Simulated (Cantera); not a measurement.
An isothermal, constant-pressure homogeneous reactor starts with N2O : H2 : N2 = 1 : 0.021 : 2 (molar parts), at 1523 K and 100000 Pa. Integrator tolerance rtol = 1e-08.

Model: GRI-Mech 3.0 (53 species, 325 reactions), integrated in Cantera. GRI-Mech 3.0 was tuned for natural gas; its chemistry of N2O as a main component is partial and can be far from experiment. The temperature is held fixed by assumption; the heat of reaction is taken as removed at once.

Task: What does this change do: pressure from 100000 Pa to 3700 Pa?

Result: 
```
quantity                                          before                                    after
---------------  ---------------------------------------  ---------------------------------------
x(N2O) at 100 s  7.47e-7 (gas-phase equilibrium 7.37e-8)  1.02e-6 (gas-phase equilibrium 1.42e-8)
x(H2) at 100 s   4.52e-8 (gas-phase equilibrium 4.13e-8)  2.43e-7 (gas-phase equilibrium 2.14e-7)
x(O) at 100 s    1.90e-6 (gas-phase equilibrium 2.07e-6)  9.60e-6 (gas-phase equilibrium 1.08e-5)
x(NO) at 100 s    0.0457 (gas-phase equilibrium 0.00116)   0.0598 (gas-phase equilibrium 0.00116)
x(O2) at 100 s       0.116 (gas-phase equilibrium 0.139)      0.109 (gas-phase equilibrium 0.139)
x(HO2) at 100 s  3.59e-8 (gas-phase equilibrium 4.09e-8)  1.50e-8 (gas-phase equilibrium 1.79e-8)
```
Radical loss at walls, strong at low pressure, is not modelled.
